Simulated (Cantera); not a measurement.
Equilibrium for fluorocarbon and chlorocarbon gases: C2F6 + H2

Input: 1 mol C2F6, 1.6 mol H2, equilibrated at 1400 K and 2500 Pa.

Equilibrium computed with Cantera from the NASA thermochemical tables; the gas is ideal and each condensed phase is pure. Candidate condensed phases: C, C6H6, C7H8, C8H18; 95 gas species. The feed counts by its element totals alone. Gases not in the tables: C2F6 and larger saturated fluorocarbons. The numbers say what is thermodynamically allowed, not how fast it happens.

```
Property            Value
--------------  ---------
x(HF)               0.820
x(CF4)              0.179
x(CF2)            2.31e-5
x(CF3)            5.93e-6
x(F)              3.33e-6
x(CHF3)           1.89e-6
n(C(graphite))   1.30 mol
gas amount      3.900 mol
```
